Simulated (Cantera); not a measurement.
A freely propagating, adiabatic, planar premixed flame of 14.6 % CO, 19.0 % H2, 14.0 % O2, 52.5 % N2, equivalence ratio 1.2, unburnt at 500 K and 405 Torr; mixture-averaged transport, grid criteria slope 0.08 and curve 0.16, no radiation.

Cantera simulation using GRI-Mech 3.0 (53 species, 325 reactions); the numbers are that mechanism's predictions, not measurements. Burning velocities carry a grid error of a few per cent, more on coarse grids.

x: mole fraction of selected species; z is measured from the peak of heat release.

| z (mm) | T (K) | u (m/s) | x CO | x H2 | x O2 | x H2O | x OH | x H |
|---|---|---|---|---|---|---|---|---|
| -3.41 | 500 | 3.79 | 0.146 | 0.190 | 0.140 | <1e-8 | <1e-8 | <1e-8 |
| -2.27 | 500 | 3.79 | 0.146 | 0.190 | 0.140 | <1e-8 | <1e-8 | <1e-8 |
| -1.70 | 500 | 3.79 | 0.146 | 0.190 | 0.140 | <1e-8 | <1e-8 | <1e-8 |
| -1.14 | 500 | 3.79 | 0.146 | 0.190 | 0.140 | 1.32e-8 | <1e-8 | <1e-8 |
| -0.568 | 504 | 3.81 | 0.146 | 0.188 | 0.140 | 7.92e-5 | 2.74e-6 | 1.14e-5 |
| -0.284 | 669 | 4.98 | 0.146 | 0.167 | 0.136 | 0.00977 | 0.000523 | 0.00259 |
| 0 | 1132 | 8.19 | 0.136 | 0.0901 | 0.101 | 0.0727 | 0.00246 | 0.0277 |
| 0.284 | 1465 | 10.4 | 0.110 | 0.0339 | 0.0483 | 0.137 | 0.00730 | 0.0480 |
| 0.568 | ___ | 11.5 | ___ | 0.0293 | ___ | 0.144 | ___ | 0.0480 |
| 1.14 | 1787 | 12.4 | 0.0760 | 0.0314 | ___ | 0.146 | ___ | ___ |
| 2.27 | 1942 | 13.3 | 0.0741 | 0.0304 | 0.0217 | 0.155 | 0.0135 | 0.0296 |
| 4.54 | 2093 | 14.2 | 0.0733 | 0.0276 | 0.0180 | 0.166 | 0.0138 | 0.0195 |
| 9.09 | 2229 | 15.0 | 0.0703 | 0.0243 | 0.0139 | 0.176 | 0.0129 | 0.0123 |

Question: Complete the blanks.

Answer: 
- 0.568, T (K): 1625
- 0.568, x CO: 0.0900
- 0.568, x O2: 0.0330
- 0.568, x OH: 0.00989
- 1.14, x O2: 0.0256
- 1.14, x OH: 0.0121
- 1.14, x H: 0.0408
